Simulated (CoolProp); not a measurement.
Vapour-liquid equilibrium of carbon dioxide (1) + dimethyl ether (2) at -32.75 °C; x and y are mole fractions of (1).

Computed with CoolProp (multi-fluid Helmholtz-energy mixture model, Span 1996 and Wu 2011; pair parameters Bell 2016).

Q: Give the bubble pressure and the first vapour's composition at x = 0.05, 0.15, 0.45. Is there an azeotrope?

A: x = 0.05: 0.1095 MPa, y = 0.378; x = 0.15: 0.1954 MPa, y = 0.682; x = 0.45: 0.5215 MPa, y = 0.920. No azeotrope shows between x = 0.05 and 0.95.

The pair parameters rest on a limited set of measurements; away from them the model extrapolates.
